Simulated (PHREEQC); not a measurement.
**Spent oxide etchant (model solution)**

Solution (20 °C): 0.00152 mol/kgw NH4HF2, 0.03 mol/kgw (NH4)2SiF6 and 0.026 mol/kgw HBF4. Closed to the air; pH follows from the charge balance.

Model: ion-association model, phreeqc.dat, run in PHREEQC.

No solid was allowed to form.

Problem. Predict the pH.

Solution. pH 1.71.

Problem. In which forms is F present?

Solution. SiF6-2 63 %, BF4- 33 %, HF 2.9 %, BF3OH- 1.0 % of the F.

SiF6-2 is the database's only silicon fluoride. Real BF4- forms and hydrolyses slowly; the run takes it at equilibrium.
